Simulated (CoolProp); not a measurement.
The fluid at 293.15 K and 0.43 MPa flows at 0.062 m/s in a round tube of 100 mm bore and 1.5 µm roughness, fully developed (64/Re and Nu = 3.66 if laminar; Colebrook and Gnielinski if turbulent). The same conditions are run with several fluids, on thermodynamics alone (safety and materials aside).

Model: reference Helmholtz-energy equation of state of each fluid (C2F6 (R116): Lemmon 2006; oxygen: Schmidt 1985; R125: Lemmon 2005; sulfur hexafluoride: Guder 2009; R143a: Lemmon and Jacobsen 2000), in CoolProp.

### Question
Rank C2F6 (R116), oxygen, R125, sulfur hexafluoride, R143a by Reynolds number, highest first.

### Answer
C2F6 (R116) (11400), sulfur hexafluoride (11200), R125 (11100), R143a (9090), oxygen (1730)

```
fluid                Darcy friction factor  pressure drop (Pa/m)  heat-transfer coefficient (W/(m² K))  mass flow (kg/h)
-------------------  ---------------------  --------------------  ------------------------------------  ----------------
C2F6 (R116)                         0.0298                0.0147                                  4.91              44.9
oxygen                              0.0371               0.00404                                 0.955              9.93
R125                                0.0301                0.0132                                  4.59              40.0
sulfur hexafluoride                 0.0300                0.0157                                  4.38              47.7
R143a                               0.0317               0.00982                                  4.11              28.3
```

Transport values come from each fluid's own correlations; those of C2F6 (R116), R143a are estimates that may be off by 10 % or more.
